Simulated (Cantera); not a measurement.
A closed system holds: 1 mol Si, 16 mol HF, 5.4 mol H₂, at 527 °C and 0.0100 bar.

These are equilibrium values from Cantera (NASA tables, ideal gas, pure condensed phases), not measurements of a reactor. Candidate condensed phases: Si; 25 gas species. Kinetics and transport are ignored.

### Question
What is the equilibrium state?

### Answer
| Property | Result |
|---|---|
| x(HF) | 0.588 |
| x(H₂) | 0.363 |
| x(SiF₄) | 0.0490 |
| gas amount | 20.40 mol |
| log10 activity of Si(s) (absent) | -24.73 |
